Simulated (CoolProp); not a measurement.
Vapour-liquid equilibrium of carbon dioxide (1) + hydrogen sulfide (2) at 9.1 bar; x and y are mole fractions of (1).

Values from CoolProp's multi-fluid Helmholtz-energy mixture model, Span 1996 and Lemmon 2006; pair parameters Kunz 2012.

```tsv
x	bubble temperature, mixture model (K)	bubble temperature, Raoult's law (K)	y, mixture model	y, Raoult's law
0.05	260.6	265.2	0.246	0.154
0.2	246.2	256.0	0.586	0.471
0.35	239.6	248.9	0.711	0.664
0.5	236.1	243.3	0.776	0.789
0.65	233.9	238.7	0.826	0.876
0.8	232.2	234.8	0.882	0.940
0.95	230.8	231.5	0.962	0.987
```

The largest gap from Raoult's law is -9.8 K in bubble temperature, at x = 0.2. No azeotrope shows between x = 0.05 and 0.95.

Pair parameters are fitted to limited data, so mixtures are less certain than the pure fluids.
